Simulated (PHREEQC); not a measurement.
A PHREEQC speciation (ion-association model, wateq4f.dat) at 20 °C gives pH 0.64 and these molalities:

| species | mol/kgw |
|---|---|
| H+ | 0.293 |
| HSO4- | 0.228 |
| HF | 0.0524 |
| SO4-2 | 0.0323 |
| H2F2 | 0.00920 |
| F- | 0.000269 |
| NH4+ | 5.87e-5 |
| HF2- | 5.58e-5 |
| NH4SO4- | 6.22e-6 |

Task: What are the element totals, and what could have been dissolved in 1 kg of water to give them?

Result: Several could match; the one computed here: totals F 0.0711, N(-3) 6.49e-5, S(6) 0.260 mol/kgw, from 0.071 mol/kgw HF, 6.49e-05 mol/kgw NH4HF2 and 0.26 mol/kgw H2SO4.

Precipitation was switched off in this run. wateq4f.dat counts part of the HF as a dimer, H2F2, which phreeqc.dat doesn't know; its constant is uncertain.
